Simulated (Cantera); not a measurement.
An isothermal, constant-pressure homogeneous reactor starts with 4.21 % H2, 95.8 % O2, equivalence ratio 0.022, at 925 K and 10.00 Torr.

Detailed kinetics in Cantera: GRI-Mech 3.0 (53 species, 325 reactions). Radical loss at walls, strong at low pressure, is not modelled. Below about 950 K walls govern HO2 and H2O2 in real vessels. The temperature is held fixed by assumption; the heat of reaction is taken as removed at once.

x: mole fraction; the columns are a selection and need not sum to one.

```json
[
 {"t (s)": "0.000500", "x H2": "0.0421", "x O2": "0.958", "x H": "1.74e-11", "x H2O": "1.21e-11", "x HO2": "2.18e-11", "x O": "1.54e-11"},
 {"t (s)": "0.00230", "x H2": "0.0421", "x O2": "0.958", "x H": "5.44e-10", "x H2O": "…", "x HO2": "1.36e-10", "x O": "8.36e-10"},
 {"t (s)": "0.0106", "x H2": "0.0390", "x O2": "0.956", "x H": "0.000966", "x H2O": "0.00239", "x HO2": "6.21e-6", "x O": "0.00127"},
 {"t (s)": "0.0486", "x H2": "0.000217", "x O2": "0.955", "x H": "0.000295", "x H2O": "0.0425", "x HO2": "4.88e-6", "x O": "0.00184"},
 {"t (s)": "0.224", "x H2": "…", "x O2": "0.957", "x H": "…", "x H2O": "0.0430", "x HO2": "…", "x O": "…"},
 {"t (s)": "1.03", "x H2": "5.36e-7", "x O2": "0.957", "x H": "4.10e-8", "x H2O": "0.0430", "x HO2": "1.20e-7", "x O": "5.59e-6"},
 {"t (s)": "4.73", "x H2": "2.60e-8", "x O2": "0.957", "x H": "1.24e-9", "x H2O": "0.0431", "x HO2": "1.46e-8", "x O": "5.41e-7"},
 {"t (s)": "21.7", "x H2": "2.45e-9", "x O2": "0.957", "x H": "6.80e-11", "x H2O": "0.0431", "x HO2": "2.32e-9", "x O": "7.84e-8"},
 {"t (s)": "100", "x H2": "3.85e-10", "x O2": "0.957", "x H": "5.10e-12", "x H2O": "0.0431", "x HO2": "4.47e-10", "x O": "1.40e-8"}
]
```

What belongs in the gaps?


- 0.00230, x H2O: 1.32e-9
- 0.224, x H2: 1.06e-5
- 0.224, x H: 2.73e-6
- 0.224, x HO2: 9.70e-7
- 0.224, x O: 9.33e-5
